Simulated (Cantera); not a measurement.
A perfectly stirred reactor is fed with 33.3 % H₂, 66.7 % O₂, equivalence ratio 0.25, at 8.25 Torr; it is held at 1073 K, and followed from long to short residence time.

Cantera simulation using the H2/O2 subset of GRI-Mech 3.0, which has no nitrogen chemistry; the numbers are that mechanism's predictions, not measurements. Radical loss at walls, strong at low pressure, is not modelled. The temperature is held fixed by assumption; the heat of reaction is taken as removed at once.

Task: Predict: x(H₂) at τ = 13.0 s; x(O₂) at τ = 13.0 s; x(H) at τ = 13.0 s; x(H₂O₂) at τ = 13.0 s; x(OH) at τ = 13.0 s; x(H₂) at τ = 0.160 s; x(O₂) at τ = 0.160 s; x(H) at τ = 0.160 s; x(H₂O₂) at τ = 0.160 s; x(OH) at τ = 0.160 s.

Result: 
```json
{
  "x(H₂) at τ = 13.0 s": "0.000347",
  "x(O₂) at τ = 13.0 s": "0.599",
  "x(H) at τ = 13.0 s": "6.77e-5",
  "x(H₂O₂) at τ = 13.0 s": "4.34e-7",
  "x(OH) at τ = 13.0 s": "0.000701",
  "x(H₂) at τ = 0.160 s": "0.00551",
  "x(O₂) at τ = 0.160 s": "0.593",
  "x(H) at τ = 0.160 s": "0.00534",
  "x(H₂O₂) at τ = 0.160 s": "7.53e-7",
  "x(OH) at τ = 0.160 s": "0.00318"
}
```
